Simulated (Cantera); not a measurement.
An isothermal, constant-pressure homogeneous reactor starts with N2O : O2 = 1 : 1.7 (molar parts), at 1025 K and 1130 Torr. Integrator tolerance rtol = 1e-08.

Computed with Cantera and GRI-Mech 3.0 (53 species, 325 reactions). GRI-Mech 3.0 was tuned for natural gas; its chemistry of N2O as a main component is partial and can be far from experiment. The mechanism lacks the step 2 NO + O2 → 2 NO2, which can matter for NO2 below about 1400 K. The temperature is held fixed by assumption; the heat of reaction is taken as removed at once.

What does this change do: 0.016 parts H2O added?


```json
[
 {"quantity": "x(N2O) at 30.0 s", "before": "0.221 (gas-phase equilibrium 2.90e-9)", "after": "0.215 (gas-phase equilibrium 2.88e-9)"},
 {"quantity": "x(O2) at 30.0 s", "before": "0.650 (gas-phase equilibrium 0.687)", "after": "0.648 (gas-phase equilibrium 0.684)"},
 {"quantity": "x(NO) at 30.0 s", "before": "0.00500 (gas-phase equilibrium 4.69e-5)", "after": "0.00456 (gas-phase equilibrium 4.66e-5)"},
 {"quantity": "x(NO2) at 30.0 s", "before": "0.000123 (gas-phase equilibrium 4.70e-6)", "after": "0.000170 (gas-phase equilibrium 4.66e-6)"},
 {"quantity": "x(O) at 30.0 s", "before": "4.01e-8 (gas-phase equilibrium 2.25e-10)", "after": "3.80e-8 (gas-phase equilibrium 2.24e-10)"},
 {"quantity": "x(N2) at 30.0 s", "before": "0.124 (gas-phase equilibrium 0.312)", "after": "0.127 (gas-phase equilibrium 0.311)"}
]
```

What does this change do: N2O 1 to 0.12 parts?


```tsv
quantity	before	after
x(N2O) at 30.0 s	0.221 (gas-phase equilibrium 2.90e-9)	0.0415 (gas-phase equilibrium 6.91e-10)
x(O2) at 30.0 s	0.650 (gas-phase equilibrium 0.687)	0.934 (gas-phase equilibrium 0.936)
x(NO) at 30.0 s	0.00500 (gas-phase equilibrium 4.69e-5)	0.000939 (gas-phase equilibrium 2.47e-5)
x(NO2) at 30.0 s	0.000123 (gas-phase equilibrium 4.70e-6)	2.32e-5 (gas-phase equilibrium 2.89e-6)
x(O) at 30.0 s	4.01e-8 (gas-phase equilibrium 2.25e-10)	4.01e-8 (gas-phase equilibrium 2.62e-10)
x(N2) at 30.0 s	0.124 (gas-phase equilibrium 0.312)	0.0232 (gas-phase equilibrium 0.0638)
```
